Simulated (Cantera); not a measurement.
A perfectly stirred reactor is fed with 5.85 % CH4, 2.99 % H2, 19.1 % O2, 72.0 % N2, at 6.22 atm; it is adiabatic with a 725 K inlet, and is followed from long to short residence time, starting on the burning branch (τ in s: 0.4, 0.094, 0.022, 0.0051, 0.0012, 0.00028, 6.5e-05, 1.5e-05, 3.6e-06).

Cantera simulation using GRI-Mech 3.0 (53 species, 325 reactions); the numbers are that mechanism's predictions, not measurements.

One state of this run: T (K) = 1889; x CH4 = 0.00130; x H2 = 0.00625; x O2 = 0.0749; x H2O = 0.133; x OH = 0.00560; x C2H4 = 2.75e-6; x HCN = 7.39e-7. x: mole fraction; the columns are a selection and need not sum to one.

Question: Which value of τ (s) does it belong to?
A) 0.40
B) 0.022
C) 3.6e-6
D) 1.5e-5

Answer: D, 1.5e-5
